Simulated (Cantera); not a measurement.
Cantera run, input and output.

```python
import numpy as np
import cantera as ct

surf = ct.Interface("diamond.yaml", "diamond_100")
gas, bulk = surf.adjacent["gas"], surf.adjacent["diamond"]
k = surf.kinetics_species_index(bulk.species_names[0])
cover = ["c6HH", "c6H*", "c6*H", "c6**", "c6HM", "c6B"]

rows, drift = [], 0.0
print(f"{'xH':>10s}{'um/h':>11s}" + "".join(f"{s:>11s}" for s in cover))
for v in [0.0001, 0.00022, 0.0005, 0.0011, 0.0025, 0.0055, 0.012, 0.028, 0.062]:
    T, P, xH, xCH3 = 1148, 25000, v, 1.1e-05
    gas.TPX = T, P, {"H": xH, "CH3": xCH3, "CH4": 0.0022, "H2": 1 - xH - xCH3 - 0.0022}
    surf.TP = bulk.TP = T, P
    surf.coverages = "c6H*:0.1, c6HH:0.9"
    surf.advance_coverages(100.0)
    before = surf.coverages
    surf.advance_coverages(100.0)
    drift = max(drift, np.max(np.abs(surf.coverages - before) / (surf.coverages + 1e-9)))
    rate = surf.net_production_rates[k] * bulk.mean_molecular_weight / bulk.density * 3.6e9
    rows.append([rate, *surf[cover].coverages])
    print(f"{v:10.4g}{rate:11.4e}" + "".join(f"{x:11.3e}" for x in rows[-1][1:]))
```

Output:

```
        xH       um/h       c6HH       c6H*       c6*H       c6**       c6HM        c6B
    0.0001 1.5609e-01  6.049e-01  2.537e-02  3.612e-01  5.501e-03  1.770e-03  4.236e-10
   0.00022 3.7231e-01  5.433e-01  2.909e-02  4.140e-01  1.025e-02  2.007e-03  1.010e-09
    0.0005 7.6980e-01  5.068e-01  3.117e-02  4.434e-01  1.551e-02  1.913e-03  2.089e-09
    0.0011 1.2826e+00  4.891e-01  3.215e-02  4.569e-01  1.942e-02  1.495e-03  3.480e-09
    0.0025 1.8033e+00  4.805e-01  3.269e-02  4.634e-01  2.192e-02  9.419e-04  4.893e-09
    0.0055 2.1671e+00  4.767e-01  3.306e-02  4.662e-01  2.320e-02  5.191e-04  5.881e-09
     0.012 2.3833e+00  4.750e-01  3.351e-02  4.672e-01  2.389e-02  2.627e-04  6.467e-09
     0.028 2.5126e+00  4.741e-01  3.442e-02  4.669e-01  2.439e-02  1.189e-04  6.818e-09
     0.062 2.5920e+00  4.736e-01  3.624e-02  4.652e-01  2.492e-02  5.542e-05  7.034e-09
```

Detailed kinetics in Cantera: the Harris–Goodwin 1993 mechanism for the reconstructed diamond (100) surface.
